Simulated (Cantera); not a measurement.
## Thermodynamics of hydrogen reduction and annealing atmospheres, feed CuO + H₂ + H₂O

Charge: 1 mol CuO, 13 mol H₂, 0.083 mol H₂O, equilibrated at 1748 K and 0.0960 bar.

Method: chemical equilibrium by Gibbs-energy minimisation in Cantera with the NASA 1993 tables (ideal gas, pure condensed phases). Candidate condensed phases: Cu, CuO, Cu(OH)₂, Cu₂O, H₂O; 12 gas species. Rates play no part.

```json
{
 "x(H₂)": "0.914",
 "x(H₂O)": "0.0825",
 "x(Cu)": "0.00304",
 "x(H)": "0.000705",
 "x(Cu₂)": "4.61e-6",
 "x(OH)": "3.71e-6",
 "n(Cu(l))": "0.960 mol",
 "gas_amount": "13.13 mol"
}
```
